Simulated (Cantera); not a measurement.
Source: NASA polynomial tables (part measured, part estimated), evaluated in Cantera. Values are per mole of reaction as written; species without (g) are pure solids or liquids, kept so even where they would boil at 1 bar.

P₄O₁₀(g) + 10 NO(g) = 10 NO₂(g) + P₄(g), with ΔH° = 2392.2 kJ and ΔS° = 170.0 J/K at 300 K.

Task: How far is the shortcut ΔG° ≈ ΔH°(300 K) − T·ΔS°(300 K) from the full temperature-dependent value at 500, 575, 650, 725, 800, 875, 950 K?

Result: 
```csv
T (K),shortcut (kJ),full (kJ),difference (kJ),difference in log10 K
500,2307.2,2309.9,-2.7,0.29
575,2294.5,2299.3,-4.8,0.44
650,2281.7,2289.1,-7.4,0.59
725,2269.0,2279.2,-10.3,0.74
800,2256.2,2269.7,-13.5,0.88
875,2243.5,2260.4,-16.9,1.01
950,2230.7,2251.3,-20.6,1.13
```
The shortcut ignores the heat-capacity change of the reaction.
